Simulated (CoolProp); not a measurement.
Properties of ethane along the isobar 5.6 MPa.

Computed with CoolProp (reference Helmholtz-energy equation of state, Bücker 2006).

```
T (°C)          phase       Z  isothermal compressibility (1/MPa)  viscosity (µPa s)
------  -------------  ------  ----------------------------------  -----------------
-69.25         liquid  0.1891                            0.002189                139
-39.65         liquid  0.1787                            0.003692                101
-10.05         liquid  0.1761                            0.007511               73.0
19.65          liquid  0.1884                             0.02690               48.7
49.25   supercritical  0.5317                              0.4503               15.0
78.85   supercritical  0.7125                              0.2625               13.8
108.45  supercritical  0.7980                              0.2256               14.0
138.05  supercritical  0.8516                              0.2090               14.4
167.65  supercritical  0.8886                              0.1996               15.0
197.35  supercritical  0.9156                              0.1936               15.6
226.95  supercritical  0.9358                              0.1894               16.2
```

Viscosity comes from a separate model (Friend 1991).
